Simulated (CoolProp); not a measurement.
The fluid at 248.48 K and 0.00918 MPa (gas) is heated at constant pressure to 312.5 K. The same conditions are run with several fluids, on thermodynamics alone (safety and materials aside).

Model: reference Helmholtz-energy equation of state of each fluid (R245fa: Akasaka 2015; ethane: Bücker 2006; R22: Kamei 1995; C3F8 (R218): Lemmon 2006; R134a: Tillner-Roth 1994), in CoolProp.

Question: Rank R245fa, ethane, R22, C3F8 (R218), R134a by heat (kJ/kg), highest first.

Answer: ethane (107), R245fa (53.1), R134a (51.4), C3F8 (R218) (48.6), R22 (40.3)

```csv
fluid,final density (kg/m³)
R245fa,0.475
ethane,0.106
R22,0.306
C3F8 (R218),0.665
R134a,0.361
```
